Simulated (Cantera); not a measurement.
A closed system holds: 1 mol V2O5, 1200 mol H2, at 0.133 bar.

Equilibrium computed with Cantera from the NASA thermochemical tables; the gas is ideal and each condensed phase is pure. Candidate condensed phases: H2O, V, VO, V2O3, V2O4, V2O5; 12 gas species. Mutual solubility and eutectic melting of coexisting phases are not modelled. VO: taken at fixed stoichiometry. Condensed phases not in the tables: the oxides between V2O3 and V2O5 other than VO2. Rates play no part.

x: gas mole fraction; n: condensed amount in mol.

```tsv
T (K)	x H2	x H2O	x H	x VO2	n V2O3(s)	n VO(s)
1348	0.998	0.00167	6.33e-6	2.61e-11	1.00	0
1373	0.998	0.00168	___	___	0.980	___
1398	0.998	0.00198	1.29e-5	1.31e-10	0.622	0.755
1423	0.998	0.00232	1.82e-5	2.93e-10	0.218	1.56
1448	0.997	0.00250	2.52e-5	5.87e-10	0	2.00
1473	0.997	0.00250	3.46e-5	1.07e-9	0	2.00
1498	0.997	0.00250	4.70e-5	1.90e-9	0	2.00
1523	0.997	0.00250	6.32e-5	3.32e-9	0	2.00
1548	0.997	0.00250	8.42e-5	5.69e-9	0	2.00
1573	0.997	0.00250	0.000111	9.59e-9	0	2.00
1598	0.997	0.00250	___	___	0	2.00
1623	0.997	0.00250	0.000189	2.58e-8	0	2.00
1648	0.997	0.00250	0.000244	4.14e-8	0	2.00
1673	0.997	0.00250	0.000311	6.54e-8	0	2.00
```

Question: Fill in the missing entries.

Answer: 
- 1598, x H: 0.000146
- 1598, x VO2: 1.59e-8
- 1373, x H: 9.11e-6
- 1373, x VO2: 5.72e-11
- 1373, n VO(s): 0.0404
